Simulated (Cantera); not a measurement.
**Thermodynamics of boron, boron nitride and boron oxide, feed BCl3 + H2O**

Input: 1 mol BCl3, 7.9 mol H2O, held at 1.00 bar.

Equilibrium computed with Cantera from the NASA thermochemical tables; the gas is ideal and each condensed phase is pure. Candidate condensed phases: B, B2O3, B3O3H3, H2O; 33 gas species. The tables' values for BOCl are old estimates; treat these amounts as uncertain. Gases not in the tables: H3BO3. Kinetics and transport are ignored.

From 1323 K to 1698 K the condensed part is B2O3(l). From 1773 K to 1848 K nothing is condensed.

| T (K) | x H2O | x HCl | x HBO2 | x (HBO2)3 | x Cl | x H2 | x B2O3 | n B2O3(l) |
|---|---|---|---|---|---|---|---|---|
| 1323 | 0.673 | 0.319 | 0.00331 | 0.00423 | 5.91e-5 | 5.16e-5 | 3.48e-7 | 0.425 |
| 1398 | 0.671 | 0.318 | 0.00750 | 0.00335 | 0.000123 | 0.000101 | 2.29e-6 | 0.417 |
| 1473 | 0.665 | 0.317 | 0.0155 | 0.00269 | 0.000235 | 0.000191 | 1.24e-5 | 0.388 |
| 1548 | 0.653 | 0.314 | 0.0296 | 0.00217 | 0.000416 | 0.000344 | 5.61e-5 | 0.327 |
| 1623 | 0.634 | 0.310 | 0.0525 | 0.00175 | 0.000694 | 0.000592 | 0.000220 | 0.219 |
| 1698 | 0.604 | 0.304 | 0.0875 | 0.00138 | 0.00110 | 0.000968 | 0.000758 | 0.0409 |
| 1773 | 0.596 | 0.301 | 0.0974 | 0.000383 | 0.00167 | 0.00155 | 0.00111 | 0 |
| 1848 | 0.595 | 0.300 | 0.0977 | 8.93e-5 | 0.00247 | 0.00240 | 0.00129 | 0 |
x: gas mole fraction; n: condensed amount in mol.
